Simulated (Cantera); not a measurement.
Feed: 1 mol Si3N4, a varied amount of H2, 8.6 mol HCl, at 577 °C and 1330 Pa.

Method: chemical equilibrium by Gibbs-energy minimisation in Cantera with the NASA 1993 tables (ideal gas, pure condensed phases). Candidate condensed phases: NH4Cl, Si, Si3N4; 28 gas species. Kinetics and transport are ignored.

At 4.7 mol H2, list the 5 most abundant gas species with their mole fractions, and the condensed phases.

H2 0.511, HCl 0.365, SiCl4 0.0742, N2 0.0496, SiHCl3 0.000172. Condensed: Si3N4(s).
